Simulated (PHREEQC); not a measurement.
**Silver or lead bath: an equilibrium model**

Solution (25 °C): 85 mmol/kgw Pb(NO3)2. Closed to the air; pH follows from the charge balance.

All values are PHREEQC results (ion-association model, phreeqc.dat), not measurements.

This is a speciation only: nothing precipitates in the calculation.

### Question
Estimate the pH.

### Answer
pH 4.39.

### Question
In which forms is Pb present?

### Answer
Pb+2 63 %, PbNO3+ 37 % of the Pb.
